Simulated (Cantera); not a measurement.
Diamond growth

A diamond (100) surface in a fixed gas of H2 with x(CH4) = 0.01, x(H) = 0.017, at 900 K, 0.0630 bar; coverages are run to steady state.

Computed with Cantera and the Harris–Goodwin 1993 mechanism for the reconstructed diamond (100) surface.

```
x(CH3)   growth (µm/h)  θ c6HH   θ c6H*  θ c6*H   θ c6**    θ c6HM
-------  -------------  ------  -------  ------  -------  --------
1e-06           0.0198   0.692   0.0107   0.293  0.00442   4.98e-5
2.6e-06         0.0516   0.692   0.0107   0.293  0.00442  0.000130
6.9e-06          0.137   0.692   0.0107   0.293  0.00442  0.000344
1.8e-05          0.357   0.691   0.0107   0.293  0.00442  0.000896
4.8e-05          0.949   0.690   0.0106   0.292  0.00441   0.00238
0.00013           2.56   0.686   0.0106   0.291  0.00438   0.00642
0.00033           6.40   0.678   0.0104   0.287  0.00431    0.0161
0.00088           16.5   0.657   0.0101   0.278  0.00414    0.0414
0.0023            39.5   0.607  0.00933   0.256  0.00374    0.0993
```
θ: site fractions in the mechanism's names (c6HH fully hydrogenated, c6H* and c6*H radical sites, c6** diradical, c6HM methylated).
